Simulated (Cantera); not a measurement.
A freely propagating, adiabatic, planar premixed flame of H2 : O2 : N2 = 1 : 0.294 : 1.12 (molar parts), equivalence ratio 1.7, unburnt at 350 K and 3750 Torr; mixture-averaged transport, grid criteria slope 0.08 and curve 0.16, no radiation.

Model: the H2/O2 subset of GRI-Mech 3.0, which has no nitrogen chemistry, integrated in Cantera. The hydrogen kinetics of GRI-Mech 3.0 are dated; newer H2 mechanisms differ, most at raised pressure. Burning velocities carry a grid error of a few per cent, more on coarse grids.

Predict: laminar burning velocity; thermal thickness; peak x(H2O2); peak x(H); peak x(O).


| Property | Value |
|---|---|
| laminar burning velocity | 372 cm/s |
| thermal thickness | 0.0453 mm |
| peak x(H2O2) | 0.000144 |
| peak x(H) | 0.0436 |
| peak x(O) | 0.00252 |
